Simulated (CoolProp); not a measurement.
Aqueous potassium acetate as a coolant, 20 % by mass, freezing at -11.2 °C, 1 atm.

Model: Melinder's fits for secondary coolants, in CoolProp.

```tsv
T (°C)	Prandtl number	density (kg/m³)	viscosity (mPa s)	cp (kJ/(kg K))
-6.4	26.1	1109	3.72	3.472
-2.3	22.2	1108	3.19	3.479
1.8	19.1	1107	2.77	3.485
5.9	16.6	1106	2.44	3.492
10	14.6	1105	2.16	3.498
14.1	12.9	1103	1.93	3.505
18.2	11.5	1102	1.74	3.511
22.4	10.3	1100	1.57	3.517
26.5	9.36	1099	1.44	3.523
30.6	8.51	1097	1.32	3.529
34.7	7.77	1096	1.21	3.534
```
